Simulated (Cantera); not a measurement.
What does this Cantera script print?

```python
import numpy as np
import cantera as ct

gas_names = """
    H HNO HNO2 HNO3 HO2 H2 H2O H2O2 N NH NH2 NH3 NH2OH NO NO2 NO3 N2 N2H2 N2H4 N2O O OH O2 O3 V VN VO
    VO2
""".split()
cond_names = """
    H2O(s) H2O(L) V(cr) V(L) VN(s) VO(s) VO(L) V2O3(s) V2O3(L) V2O4(I) V2O4(II) V2O4(L) V2O5(s) V2O5(L)
""".split()


# ... load() reads the species with a 1 bar reference pressure and builds the phases ...
atoms = {
    'V2O5': {'V': 2, 'O': 5},
    'H2': {'H': 2},
    'N2': {'N': 2},
}
top_T = {'VN(s)': 2300}  # K; cautious upper limits of use, not melting points


# ... equilibrate(T, P, feed) seeds the gas with the atoms and calls Mixture.equilibrate('TP', solver="vcs", rtol=1e-11, max_steps=5000) ...
results = []
feed = {'V2O5': 1, 'H2': 0.6, 'N2': 13}  # mol
P = 13332.2  # Pa
for T in [1800, 1825, 1850, 1875, 1900, 1925, 1950, 1975, 2000, 2025, 2050]:
    mix = equilibrate(T, P, feed)
    results.append((T, P, feed, dict(zip(mix.species_names, mix.species_moles))))

top = {s: max(r[3][s] / sum(r[3][g] for g in gas_names) for r in results) for s in gas_names}
cols = sorted((s for s in top if top[s] > 1e-05), key=lambda s: -top[s])[:8]
seen = [c for c in cond_names if any(r[3].get(c, 0) > 1e-12 for r in results)]
print("log10 of partial pressures in bar; condensed amounts in mol")
print(f"{'T/K':>10s}" + "".join(f"{s[:9]:>10s}" for s in cols + seen))
for T, P, feed, n in results:
    ng = sum(n[g] for g in gas_names)
    print(f"{T:10.4g}" + "".join(f"{np.log10(max(n[s] / ng * P / 1e5, 1e-99)):10.3f}" for s in cols)
          + "".join(f"{n.get(c, 0):10.4g}" for c in seen))
```

Output:

```
log10 of partial pressures in bar; condensed amounts in mol
       T/K        N2       H2O        O2       VO2        NO        OH        H2         O  V2O4(II)   V2O4(L)
      1800    -0.901    -2.239    -2.735    -4.450    -3.809    -4.295    -5.141    -5.282    0.9982         0
      1825    -0.902    -2.240    -2.737    -4.282    -3.773    -4.231    -5.041    -5.182         0    0.9973
      1850    -0.902    -2.241    -2.739    -4.135    -3.739    -4.169    -4.943    -5.084         0    0.9962
      1875    -0.902    -2.241    -2.741    -3.992    -3.706    -4.109    -4.848    -4.989         0    0.9947
      1900    -0.902    -2.242    -2.744    -3.853    -3.674    -4.050    -4.756    -4.897         0    0.9927
      1925    -0.902    -2.243    -2.746    -3.718    -3.643    -3.993    -4.666    -4.807         0    0.9901
      1950    -0.902    -2.244    -2.749    -3.587    -3.612    -3.938    -4.578    -4.720         0    0.9866
      1975    -0.903    -2.246    -2.752    -3.460    -3.583    -3.884    -4.493    -4.635         0     0.982
      2000    -0.903    -2.248    -2.755    -3.337    -3.555    -3.832    -4.410    -4.552         0    0.9761
      2025    -0.904    -2.249    -2.759    -3.216    -3.527    -3.781    -4.329    -4.472         0    0.9684
      2050    -0.905    -2.252    -2.763    -3.100    -3.501    -3.732    -4.250    -4.393         0    0.9586
```

Equilibrium computed with Cantera from the NASA thermochemical tables; the gas is ideal and each condensed phase is pure. Condensed phases not in the tables: the oxides between V2O3 and V2O5 other than VO2.
